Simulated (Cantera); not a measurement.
# Ignition delay

Mixture: CH4 : H2 : O2 : N2 = 1 : 0.093 : 3.01 : 11.3 (molar parts), at 2930 Torr, adiabatic and at constant volume. Ignition delay is the time to a rise of 400 K.

Cantera simulation using GRI-Mech 3.0 (53 species, 325 reactions); the numbers are that mechanism's predictions, not measurements.

| T0 (K) | delay (ms) |
|---|---|
| 1175 | 4.92 |
| 1275 | 1.80 |
| 1375 | 0.677 |
| 1475 | 0.271 |
| 1575 | 0.118 |
| 1675 | 0.0569 |
| 1775 | 0.0299 |
| 1875 | 0.0169 |
| 1975 | 0.0102 |
| 2075 | 0.00650 |

The apparent activation energy between 1875 and 2075 K is 150 kJ/mol.
